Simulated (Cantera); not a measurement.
**Premixed flame**

A freely propagating, adiabatic, planar premixed flame of 5.48 % CH₄, 7.12 % CO, 18.4 % O₂, 69.0 % N₂, equivalence ratio 0.79, unburnt at 525 K and 3750 Torr; mixture-averaged transport, grid criteria slope 0.08 and curve 0.16, no radiation.

Detailed kinetics in Cantera: GRI-Mech 3.0 (53 species, 325 reactions). Burning velocities carry a grid error of a few per cent, more on coarse grids.

```
z (mm)   T (K)  u (m/s)     x CH₄     x CO    x O₂      x OH    x C₂H₄     x CH₃
-------  -----  -------  --------  -------  ------  --------  --------  --------
-0.340     525    0.537    0.0548   0.0712   0.183     <1e-8     <1e-8     <1e-8
-0.227     528    0.540    0.0546   0.0712   0.183     <1e-8   1.25e-7     <1e-8
-0.170     538    0.551    0.0541   0.0711   0.183     <1e-8   8.23e-7   2.72e-8
-0.113     595    0.611    0.0514   0.0707   0.179   2.61e-8   6.84e-6   4.18e-7
-0.0567    926    0.954    0.0369   0.0692   0.154   9.59e-6   6.80e-5   5.31e-5
-0.0284   1299     1.34    0.0202   0.0674   0.122  0.000156  0.000140  0.000441
0         1685     1.73   0.00405   0.0601  0.0837   0.00173   6.56e-5  0.000548
0.0284    1874     1.90  0.000165   0.0422  0.0619   0.00469   1.35e-6   3.92e-5
0.0567    1968     1.98   3.34e-6   0.0283  0.0536   0.00580     <1e-8   1.00e-6
0.113     2072     2.07     <1e-8   0.0163  0.0473   0.00580     <1e-8     <1e-8
0.227     2157     2.14     <1e-8  0.00876  0.0435   0.00473     <1e-8     <1e-8
0.454     2207     2.19     <1e-8  0.00440  0.0414   0.00349     <1e-8     <1e-8
0.908     2227     2.20     <1e-8  0.00252  0.0406   0.00281     <1e-8     <1e-8
```
x: mole fraction of selected species; z is measured from the peak of heat release.

```json
{
 "laminar_burning_velocity": "53.7 cm/s",
 "thermal_thickness": "0.113 mm",
 "peak x(OH)": "0.00596",
 "peak x(C₂H₄)": "0.000145",
 "peak x(CH₃)": "0.000720",
 "grid_points": "135"
}
```
